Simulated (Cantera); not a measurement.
Cantera run:

```python
import numpy as np
import cantera as ct

gas_names = """
    B BCL BCL2 BCL3 BH BH2 BH3 BN BO BOCL BO2 B2 B2O B2O2 B2O3 B3O3CL3 B3O3H3 CL CLO CL2 H HBO HBO2 HCL
    HNO HNO2 HNO3 HOCL HO2 H2 H2O H2O2 H3B3O6 N NH NH2 NH3 NH2OH NO NO2 NO3 N2 N2H2 N2H4 N2O O OH O2 O3
""".split()
cond_names = """
    B(b) B(L) BN(s) B2O3(L) B3O3H3(cr) H2O(s) H2O(L) NH4CL(a) NH4CL(b)
""".split()


def load(file, names, dense=False):
    # The tables refer to 1 bar. Condensed volumes are neglected.
    table = {s.name: s for s in ct.Species.list_from_file(file)}
    out = []
    for n in names:
        d = dict(table[n].input_data)
        d["thermo"] = dict(d["thermo"], **{"reference-pressure": 1e5})
        if dense:
            d["equation-of-state"] = {"model": "constant-volume", "density": "1e6 g/cm^3"}
        out.append(ct.Species.from_dict(d))
    return out


gas = ct.Solution(thermo="ideal-gas", species=load("nasa_gas.yaml", gas_names))
cond = {s.name: ct.Solution(thermo="fixed-stoichiometry", species=[s], name=s.name)
        for s in load("nasa_condensed.yaml", cond_names, dense=True)}
atoms = {
    'BCl3': {'B': 1, 'CL': 3},
    'NH3': {'N': 1, 'H': 3},
    'H2O': {'H': 2, 'O': 1},
}
top_T = {'BN(s)': 3200}  # K; cautious upper limits of use, not melting points


def equilibrate(T, P, feed):
    n = {}
    for name, mol in feed.items():
        for a, k in atoms[name].items():
            n[a] = n.get(a, 0.0) + k * mol
    gas.TPX = T, P, n
    mass = sum(n.values()) * gas.mean_molecular_weight
    gas.equilibrate("TP")
    valid = [c for c in cond.values() if c.min_temp <= T <= top_T.get(c.name, c.max_temp)]
    mix = ct.Mixture([(gas, mass / gas.mean_molecular_weight)] + [(c, 0.0) for c in valid])
    mix.T, mix.P = T, P
    mix.equilibrate("TP", solver="vcs", rtol=1e-11, max_steps=5000)
    return mix


results = []
P = 520  # Pa
for T in [1048, 1148, 1248, 1348, 1448, 1548, 1648, 1748, 1848, 1948]:
    for m in [0.48, 0.8, 1.1, 1.4, 1.8, 2.1, 2.4, 2.7, 3, 3.4, 3.7, 4]:
        feed = {'BCl3': 1, 'NH3': 23, 'H2O': m}  # mol
        mix = equilibrate(T, P, feed)
        results.append((T, P, feed, dict(zip(mix.species_names, mix.species_moles))))

for T, P, feed, n in results:
    print(f"{T:7g} {feed['H2O']:10.4g}  " + (" + ".join(c for c in cond_names if n.get(c, 0) > 1e-12) or "gas only"))
```

It prints:

```
   1048       0.48  BN(s) + B2O3(L)
   1048        0.8  BN(s) + B2O3(L)
   1048        1.1  BN(s) + B2O3(L)
   1048        1.4  BN(s) + B2O3(L)
   1048        1.8  B2O3(L)
   1048        2.1  B2O3(L)
   1048        2.4  B2O3(L)
   1048        2.7  B2O3(L)
   1048          3  B2O3(L)
   1048        3.4  B2O3(L)
   1048        3.7  B2O3(L)
   1048          4  B2O3(L)
   1148       0.48  BN(s) + B2O3(L)
   1148        0.8  BN(s) + B2O3(L)
   1148        1.1  BN(s) + B2O3(L)
   1148        1.4  BN(s) + B2O3(L)
   1148        1.8  B2O3(L)
   1148        2.1  B2O3(L)
   1148        2.4  B2O3(L)
   1148        2.7  B2O3(L)
   1148          3  B2O3(L)
   1148        3.4  B2O3(L)
   1148        3.7  B2O3(L)
   1148          4  B2O3(L)
   1248       0.48  BN(s) + B2O3(L)
   1248        0.8  BN(s) + B2O3(L)
   1248        1.1  BN(s) + B2O3(L)
   1248        1.4  BN(s) + B2O3(L)
   1248        1.8  B2O3(L)
   1248        2.1  B2O3(L)
   1248        2.4  B2O3(L)
   1248        2.7  B2O3(L)
   1248          3  B2O3(L)
   1248        3.4  B2O3(L)
   1248        3.7  B2O3(L)
   1248          4  B2O3(L)
   1348       0.48  BN(s) + B2O3(L)
   1348        0.8  BN(s) + B2O3(L)
   1348        1.1  BN(s) + B2O3(L)
   1348        1.4  BN(s) + B2O3(L)
   1348        1.8  B2O3(L)
   1348        2.1  B2O3(L)
   1348        2.4  B2O3(L)
   1348        2.7  B2O3(L)
   1348          3  B2O3(L)
   1348        3.4  B2O3(L)
   1348        3.7  B2O3(L)
   1348          4  B2O3(L)
   1448       0.48  BN(s)
   1448        0.8  BN(s)
   1448        1.1  BN(s) + B2O3(L)
   1448        1.4  BN(s) + B2O3(L)
   1448        1.8  B2O3(L)
   1448        2.1  B2O3(L)
   1448        2.4  gas only
   1448        2.7  gas only
   1448          3  gas only
   1448        3.4  gas only
   1448        3.7  gas only
   1448          4  gas only
   1548       0.48  BN(s)
   1548        0.8  BN(s)
   1548        1.1  BN(s)
   1548        1.4  BN(s)
   1548        1.8  gas only
   1548        2.1  gas only
   1548        2.4  gas only
   1548        2.7  gas only
   1548          3  gas only
   1548        3.4  gas only
   1548        3.7  gas only
   1548          4  gas only
   1648       0.48  BN(s)
   1648        0.8  BN(s)
   1648        1.1  BN(s)
   1648        1.4  gas only
   1648        1.8  gas only
   1648        2.1  gas only
   1648        2.4  gas only
   1648        2.7  gas only
   1648          3  gas only
   1648        3.4  gas only
   1648        3.7  gas only
   1648          4  gas only
   1748       0.48  BN(s)
   1748        0.8  BN(s)
   1748        1.1  gas only
   1748        1.4  gas only
   1748        1.8  gas only
   1748        2.1  gas only
   1748        2.4  gas only
   1748        2.7  gas only
   1748          3  gas only
   1748        3.4  gas only
   1748        3.7  gas only
   1748          4  gas only
   1848       0.48  BN(s)
   1848        0.8  BN(s)
   1848        1.1  gas only
   1848        1.4  gas only
   1848        1.8  gas only
   1848        2.1  gas only
   1848        2.4  gas only
   1848        2.7  gas only
   1848          3  gas only
   1848        3.4  gas only
   1848        3.7  gas only
   1848          4  gas only
   1948       0.48  BN(s)
   1948        0.8  BN(s)
   1948        1.1  gas only
   1948        1.4  gas only
   1948        1.8  gas only
   1948        2.1  gas only
   1948        2.4  gas only
   1948        2.7  gas only
   1948          3  gas only
   1948        3.4  gas only
   1948        3.7  gas only
   1948          4  gas only
```

Cantera equilibrium calculation (NASA polynomials, part measured and part estimated; ideal gas, pure solids and liquids). Mutual solubility and eutectic melting of coexisting phases are not modelled. The tables' values for BCl2 are old estimates. Gases not in the tables: H3BO3.
